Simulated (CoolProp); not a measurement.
Computed with CoolProp (reference Helmholtz-energy equation of state, de Reuck 1990).

Task: Give the vapour pressure (MPa), enthalpy of vaporisation (kJ/kg), liquid cp (kJ/(kg K)), vapour Z of saturated fluorine at 115.5, 121.3 K.

Result: 
```tsv
T (K)	p (MPa)	enthalpy of vaporisation (kJ/kg)	liquid cp (kJ/(kg K))	vapour Z
115.5	1.26	136	1.76	0.813
121.3	1.76	125	1.89	0.765
```
